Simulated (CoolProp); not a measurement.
Vapour-liquid equilibrium of n-octane (1) + n-dodecane (2) at 0.024 MPa; x and y are mole fractions of (1).

Model: multi-fluid Helmholtz-energy mixture model, Beckmüller 2019 and Lemmon 2004; pair parameters Bell 2016, in CoolProp.

```tsv
x	bubble temperature, mixture model (K)	bubble temperature, Raoult's law (K)	y, mixture model	y, Raoult's law
0.05	425.1	423.2	0.349	0.397
0.2	400.0	397.2	0.780	0.807
0.35	384.5	382.4	0.906	0.916
0.5	373.8	372.6	0.956	0.959
0.65	366.0	365.4	0.979	0.980
0.8	360.0	359.8	0.991	0.991
0.95	355.3	355.2	0.998	0.998
```

The largest gap from Raoult's law is +2.8 K in bubble temperature, at x = 0.2. No azeotrope shows between x = 0.05 and 0.95.

Pair parameters are fitted to limited data, so mixtures are less certain than the pure fluids.
